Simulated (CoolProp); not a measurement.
A single-stage vapour-compression cycle with n-hexane: evaporating at 310.15 K (dew point), condensing at 360.15 K (bubble point), superheat 8 K, subcooling 5 K, compressor efficiency 0.7, no pressure losses. Each further row changes one setting.

Model: reference Helmholtz-energy equation of state, Thol 2019, in CoolProp.

```json
[
 {"case": "as stated", "cooling COP": "3.62", "pressure ratio": "5.25", "discharge temperature (K)": "361.0", "refrigerating effect (kJ/kg)": "263", "volumetric capacity (kJ/m³)": "289"},
 {"case": "evaporating temperature 315.15 K", "cooling COP": "4.19", "pressure ratio": "4.32", "discharge temperature (K)": "361.2", "refrigerating effect (kJ/kg)": "271", "volumetric capacity (kJ/m³)": "358"},
 {"case": "condensing temperature 355.15 K", "cooling COP": "4.14", "pressure ratio": "4.56", "discharge temperature (K)": "357.3", "refrigerating effect (kJ/kg)": "275", "volumetric capacity (kJ/m³)": "303"},
 {"case": "subcooling 10 K", "cooling COP": "3.79", "pressure ratio": "5.25", "discharge temperature (K)": "361.0", "refrigerating effect (kJ/kg)": "275", "volumetric capacity (kJ/m³)": "303"},
 {"case": "superheat 18 K", "cooling COP": "3.71", "pressure ratio": "5.25", "discharge temperature (K)": "371.2", "refrigerating effect (kJ/kg)": "281", "volumetric capacity (kJ/m³)": "299"},
 {"case": "compressor efficiency 0.6", "cooling COP": "3.10", "pressure ratio": "5.25", "discharge temperature (K)": "366.9", "refrigerating effect (kJ/kg)": "263", "volumetric capacity (kJ/m³)": "289"}
]
```
